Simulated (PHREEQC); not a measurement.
PHREEQC input (ion-association model, phreeqc.dat):

```
SOLUTION 1
  temp 65
  units mol/kgw
  pH 7 charge
END
SELECTED_OUTPUT 1
  -reset false
  -pH true
  -pe true
  -ionic_strength true
  -water true
  -totals Ca S S(-2) S(6)
  -molalities H+ Ca+2 SO4-2 OH- O2 HSO4- S-2 HS- H2S CaOH+
    CaSO4 CaHSO4+
  -equilibrium_phases Gypsum
PRINT
  -reset false
USE solution 1
REACTION_TEMPERATURE 1
  5 11 17 23 29 35 41 47 53 59 65 71 77 83 89 95
EQUILIBRIUM_PHASES 1
  Gypsum 0 30
  O2(g) -0.68 10
END
```

Selected output (columns that matter, 12 of 16 rows; T (°C) added in front):

```
T (°C)	pH	mu	Ca	S	m_H+	m_Ca+2	m_SO4-2	m_OH-	m_CaSO4	Gypsum
5	7.3418	0.039385	0.013601	0.013601	5.2506e-08	0.0098463	0.0098463	4.9212e-08	0.0037543	29.986
11	7.2603	0.040441	0.014172	0.014172	6.3503e-08	0.01011	0.01011	7.0567e-08	0.0040615	29.986
23	7.0918	0.041723	0.014991	0.014991	9.3954e-08	0.010431	0.010431	1.3004e-07	0.0045606	29.985
29	7.0106	0.041967	0.015236	0.015236	1.1347e-07	0.010492	0.010492	1.7006e-07	0.0047437	29.985
35	6.9333	0.041966	0.015371	0.015371	1.3576e-07	0.010491	0.010491	2.1854e-07	0.0048792	29.985
47	6.7933	0.0413	0.015333	0.015333	1.8789e-07	0.010325	0.010325	3.467e-07	0.005008	29.985
53	6.7308	0.040678	0.015174	0.015174	2.1715e-07	0.010169	0.010169	4.2974e-07	0.0050047	29.985
65	6.621	0.038964	0.014619	0.014619	2.8006e-07	0.009741	0.0097407	6.4348e-07	0.0048784	29.985
71	6.5734	0.037917	0.014243	0.014243	3.1271e-07	0.0094793	0.0094788	7.7865e-07	0.0047638	29.986
77	6.5303	0.036771	0.013814	0.013814	3.4544e-07	0.0091928	0.0091923	9.36e-07	0.0046211	29.986
89	6.4574	0.034261	0.012836	0.012836	4.089e-07	0.0085653	0.0085644	1.3284e-06	0.0042703	29.987
95	6.427	0.032931	0.012304	0.012304	4.3855e-07	0.008233	0.0082319	1.5695e-06	0.0040713	29.988
```

At this temperature some constants are extrapolated from 25 °C, and those without enthalpy data are left unchanged. Outside its range of stability a hydrate's values are those of a metastable solid.
